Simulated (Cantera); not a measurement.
A closed system holds: 1 mol Si, 0.26 mol N₂O, 8.3 mol N₂, equilibrated at 1902 °C and 1 atm.

These are equilibrium values from Cantera (NASA tables, ideal gas, pure condensed phases), not measurements of a reactor. Candidate condensed phases: Si, SiO₂, Si₂N₂O, Si₃N₄; 16 gas species. The tables' values for SiN are old estimates; treat these amounts as uncertain. Rates play no part.

Base state: N₂ 0.970, SiO 0.0295, Si 0.000285, Si₂N 5.65e-5, SiN 5.01e-5 (mole fractions); condensed: Si(l).

### Question
What changes in the equilibrium state with this change: N₂O from 0.26 to 1.2 mol?

### Answer
```csv
species,before,after
N₂,0.970,0.922
SiO,0.0295,0.0777
Si,0.000285,9.16e-7
Si₂N,5.65e-5,<1e-9
SiN,5.01e-5,1.57e-7
"Si(l), mol",0.736,0
"SiO₂(l), mol",0,0.200
```
The tables hold silica as quartz up to 1696 K and as liquid above; real silica turns to tridymite and cristobalite and melts near 1996 K.
